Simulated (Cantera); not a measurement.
A perfectly stirred reactor is fed with CH₃OH : O₂ : N₂ : H₂O = 1 : 1 : 5.7 : 0.25 (molar parts), equivalence ratio 1.5, at 101000 Pa; it is adiabatic with a 775 K inlet, and is followed from long to short residence time, starting on the burning branch (τ in s: 0.41, 0.14, 0.045, 0.015, 0.0048, 0.0016, 0.00052, 0.00017, 5.6e-05, 1.9e-05).

Detailed kinetics in Cantera: GRI-Mech 3.0 (53 species, 325 reactions). GRI-Mech 3.0 was tuned for natural gas; its chemistry of methanol as a main component is partial and can be far from experiment.

x: mole fraction; the columns are a selection and need not sum to one.

```
τ (s)    T (K)   x CH₃OH      x O₂   x H₂O    x HCO   x C₂H₂
-------  -----  --------  --------  ------  -------  -------
0.41      1975   6.47e-7   2.95e-5   0.199  3.89e-8  1.91e-9
0.14      1969   1.21e-6   6.26e-5   0.198  7.91e-8  2.68e-9
0.045     1958   2.38e-6  0.000140   0.198  1.82e-7  5.76e-9
0.015     1943   4.74e-6  0.000302   0.196  4.38e-7  1.67e-8
0.0048    1921   1.04e-5  0.000641   0.195  1.15e-6  6.37e-8
0.0016    1894       ___       ___   0.193      ___      ___
0.00052   1863   6.57e-5   0.00261   0.191  8.67e-6  1.39e-6
0.00017   1812  0.000225   0.00658   0.190  2.71e-5  6.78e-6
5.6e-5     775     0.126     0.126  0.0314   <1e-12   <1e-12
1.9e-5     775     0.126     0.126  0.0314   <1e-12   <1e-12
```

**Question.** Some entries are withheld; supply them.

**Answer.** 
- 0.0016, x CH₃OH: 2.42e-5
- 0.0016, x O₂: 0.00127
- 0.0016, x HCO: 3.04e-6
- 0.0016, x C₂H₂: 2.75e-7
